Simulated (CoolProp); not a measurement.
Properties of decamethyltetrasiloxane (MD2M) along the isotherm 326.85 °C (Tc = 326.2 °C, pc = 11.44 bar, ω = 0.635).

Values from CoolProp's reference Helmholtz-energy equation of state, Thol 2017.

```
p (bar)  phase  density (kg/m³)  isothermal compressibility (1/MPa)
-------  -----  ---------------  ----------------------------------
0.477      gas            3.011                               21.25
0.953      gas            6.101                               10.79
1.43       gas            9.287                               7.301
1.91       gas            12.59                               5.554
2.38       gas            15.93                               4.533
2.86       gas            19.46                                 ___
3.34       gas            23.11                                 ___
3.81       gas            26.82                               3.002
4.29       gas            30.77                               2.728
4.77       gas              ___                                 ___
5.24       gas            39.12                                 ___
5.72       gas            43.65                                 ___
```

Problem. Some entries are withheld; supply them.

Solution. 
- 2.86, isothermal compressibility (1/MPa): 3.841
- 3.34, isothermal compressibility (1/MPa): 3.354
- 4.77, density (kg/m³): 34.89
- 4.77, isothermal compressibility (1/MPa): 2.516
- 5.24, isothermal compressibility (1/MPa): 2.353
- 5.72, isothermal compressibility (1/MPa): 2.223
